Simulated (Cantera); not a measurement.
Input (Python, Cantera):

```python
import numpy as np
import cantera as ct

gas = ct.Solution("h2o2.yaml")
gas.TPX = 400, 13000, {'H2': 1, 'O2': 0.278, 'N2': 0.75, 'H2O': 0.54}
flame = ct.FreeFlame(gas, width=0.17)
flame.set_refine_criteria(ratio=3, slope=0.08, curve=0.16)
flame.transport_model = "mixture-averaged"
flame.solve(loglevel=0, auto=True)
z, T = flame.grid, flame.T
thick = (T[-1] - T[0]) / np.gradient(T, z).max()
show = ['H2', 'O2', 'H2O', 'OH', 'O', 'H2O2']
print(f"laminar burning velocity  {flame.velocity[0] * 100:.3f} cm/s")
print(f"burnt temperature         {T[-1]:.1f} K")
print(f"thermal thickness         {thick * 1e3:.4f} mm")
print(f"grid points               {len(z)}")
z0 = z[flame.heat_release_rate.argmax()]
print(f"{'z/mm':>9s}{'T/K':>9s}{'u/(m/s)':>9s}" + "".join(f"{s:>11s}" for s in show))
rows = []
for k in (-3, -2, -1.5, -1, -0.5, -0.25, 0, 0.25, 0.5, 1, 2, 4, 8):
    zz = z0 + k * thick
    rows.append([k * thick, np.interp(zz, z, T), np.interp(zz, z, flame.velocity),
                 *(np.interp(zz, z, flame.X[gas.species_index(s)]) for s in show)])
    print(f"{rows[-1][0] * 1e3:9.3f}{rows[-1][1]:9.1f}{rows[-1][2]:9.3f}" + "".join(f"{x:11.3e}" for x in rows[-1][3:]))
```

Output:

```
laminar burning velocity  336.790 cm/s
burnt temperature         1951.1 K
thermal thickness         4.4839 mm
grid points               136
     z/mm      T/K  u/(m/s)         H2         O2        H2O         OH          O       H2O2
  -13.452    400.0    3.368  3.894e-01  1.083e-01  2.103e-01  1.684e-18  2.631e-16  2.673e-17
   -8.968    400.0    3.368  3.894e-01  1.083e-01  2.103e-01  4.307e-16  6.734e-14  5.842e-15
   -6.726    400.0    3.368  3.894e-01  1.083e-01  2.103e-01  3.128e-14  4.887e-12  8.240e-13
   -4.484    400.0    3.368  3.894e-01  1.083e-01  2.103e-01  5.827e-12  6.577e-10  2.802e-10
   -2.242    406.2    3.411  3.873e-01  1.085e-01  2.112e-01  8.369e-06  1.283e-06  2.621e-06
   -1.121    589.3    4.850  3.628e-01  1.041e-01  2.298e-01  5.487e-04  9.262e-05  2.170e-05
    0.000    964.9    7.721  2.843e-01  7.919e-02  2.942e-01  8.889e-04  1.604e-03  7.652e-07
    1.121   1227.2    9.720  1.887e-01  2.823e-02  3.941e-01  2.878e-03  3.513e-03  5.079e-07
    2.242   1342.2   10.581  1.570e-01  7.450e-03  4.353e-01  4.017e-03  2.604e-03  4.975e-07
    4.484   1445.0   11.315  1.564e-01  2.850e-03  4.467e-01  4.913e-03  2.057e-03  4.359e-07
    8.968   1550.4   12.045  1.638e-01  2.115e-03  4.516e-01  5.450e-03  1.664e-03  3.034e-07
   17.935   1656.2   12.759  1.709e-01  1.408e-03  4.574e-01  5.459e-03  1.158e-03  1.721e-07
   35.871   1751.0   13.383  1.771e-01  7.987e-04  4.634e-01  4.843e-03  6.807e-04  8.736e-08
```

Model: the H2/O2 subset of GRI-Mech 3.0, which has no nitrogen chemistry, integrated in Cantera. Burning velocities carry a grid error of a few per cent, more on coarse grids.
